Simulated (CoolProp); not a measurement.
Oxygen at 401.94 K and 4.24 MPa is throttled through a valve to 2.52 MPa with no heat exchange. Each further row changes one setting.

Values from CoolProp's reference Helmholtz-energy equation of state, Schmidt 1985.

```csv
case,temperature change (K),final density (kg/m³)
as stated,(withheld),(withheld)
outlet pressure 0.756 MPa,(withheld),(withheld)
outlet pressure 3.28 MPa,(withheld),(withheld)
```

Question: Fill in the missing entries.

Answer: 
- as stated, temperature change (K): -2.3
- as stated, final density (kg/m³): 24.3
- outlet pressure 0.756 MPa, temperature change (K): -4.7
- outlet pressure 0.756 MPa, final density (kg/m³): 7.33
- outlet pressure 3.28 MPa, temperature change (K): -1.2
- outlet pressure 3.28 MPa, final density (kg/m³): 31.5

Above 300 K oxygen's equation is extrapolated.
